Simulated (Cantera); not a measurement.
**Adiabatic ignition**

An adiabatic, constant-pressure homogeneous reactor starts with 4.32 % CH4, 20.1 % O2, 75.6 % N2, equivalence ratio 0.43, at 1325 K and 800000 Pa.

Computed with Cantera and GRI-Mech 3.0 (53 species, 325 reactions).

```
t (s)     T (K)   x CH4   x O2       x H   x C2H     x HCO      x NO    x CH3
--------  -----  ------  -----  --------  ------  --------  --------  -------
6.00e-6    1325  0.0432  0.201  1.63e-10  <1e-12    <1e-12    <1e-12  1.85e-7
1.60e-5    1325  0.0432  0.201  3.52e-10  <1e-12    <1e-12    <1e-12  5.65e-7
4.29e-5    1325  0.0432  0.201   1.19e-9  <1e-12  1.90e-12    <1e-12  2.11e-6
0.000115   1325  0.0432  0.201   6.90e-9  <1e-12  3.63e-11    <1e-12  1.02e-5
0.000307   1326  0.0430  0.201   3.09e-8  <1e-12  6.68e-10    <1e-12  2.60e-5
0.000819   1348  0.0395  0.198   8.52e-7  <1e-12   5.27e-8  2.57e-12  9.75e-5
0.00219    2223  <1e-12  0.114   2.48e-5  <1e-12  1.42e-11  0.000162   <1e-12
0.00586    2222  <1e-12  0.113   2.47e-5  <1e-12  1.41e-11  0.000587   <1e-12
0.0157     2220  <1e-12  0.113   2.42e-5  <1e-12  1.37e-11   0.00165   <1e-12
0.0419     2215  <1e-12  0.112   2.32e-5  <1e-12  1.29e-11   0.00397   <1e-12
0.112      2208  <1e-12  0.110   2.19e-5  <1e-12  1.18e-11   0.00726   <1e-12
0.299      2204  <1e-12  0.109   2.13e-5  <1e-12  1.13e-11   0.00891   <1e-12
0.800      2204  <1e-12  0.109   2.13e-5  <1e-12  1.13e-11   0.00901   <1e-12
```
x: mole fraction; the columns are a selection and need not sum to one.

```yaml
time_of_steepest_temperature_rise: 0.969 ms
temperature at 0.800 s: 2204 K
equilibrium_temperature: 2204 K
x(CH4) at 0.800 s: <1e-12 (gas-phase equilibrium <1e-12)
x(O2) at 0.800 s: 0.109 (gas-phase equilibrium 0.109)
x(H) at 0.800 s: 2.13e-5 (gas-phase equilibrium 2.13e-5)
```
